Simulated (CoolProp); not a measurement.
Saturation properties of propylene (Tc = 91.1 °C, pc = 45.55 bar, ω = 0.146).

Model: reference Helmholtz-energy equation of state, Lemmon 2013, in CoolProp.

| T (°C) | p (bar) | liquid cp (kJ/(kg K)) | vapour Z | vapour viscosity (µPa s) |
|---|---|---|---|---|
| -31.35 | 2.009 | 2.257 | 0.9417 | 6.81 |
| -21.25 | 2.924 | 2.308 | 0.9243 | 7.11 |
| -11.15 | 4.124 | 2.366 | 0.9040 | 7.43 |
| -1.05 | (withheld) | 2.433 | 0.8805 | 7.78 |
| 9.05 | 7.583 | (withheld) | 0.8536 | 8.17 |
| 19.15 | 9.949 | 2.606 | 0.8232 | 8.61 |
| 29.25 | 12.82 | 2.721 | 0.7887 | 9.13 |
| 39.35 | 16.24 | 2.870 | 0.7497 | 9.75 |
| 49.45 | (withheld) | 3.074 | (withheld) | 10.5 |
| 59.55 | 25.05 | 3.386 | 0.6536 | 11.5 |

Q: Complete the blanks.

A: 
- -1.05, p (bar): 5.660
- 9.05, liquid cp (kJ/(kg K)): 2.512
- 49.45, p (bar): 20.30
- 49.45, vapour Z: 0.7052

It boils at -47.6 °C under 1 atm.

Viscosity comes from a separate model (Huber 2003), an estimate that may be off by 10 % or more.
